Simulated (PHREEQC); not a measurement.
Brine: speciation

A solution holds 0.6 mol/kgw MnCl2, 0.22 mol/kgw BaCl2 and 0.28 mol/kgw MgCl2, at 25 °C. It is in equilibrium with CO2 at log p = -2 (atm). Otherwise closed; pH follows from the charge balance.

Equilibrium calculation in PHREEQC: Pitzer model, pitzer.dat.

No solid was allowed to form.

**Question.** Estimate the pH, osmotic coefficient, density.

**Answer.** pH 4.54; osmotic coefficient 1.067; density 1.114 g/cm³.

**Question.** In which forms is C present?

**Answer.** CO2 94 %, HCO3- 6.3 % of the C.

In brines, pH and single-ion activities rest on the MacInnes convention.
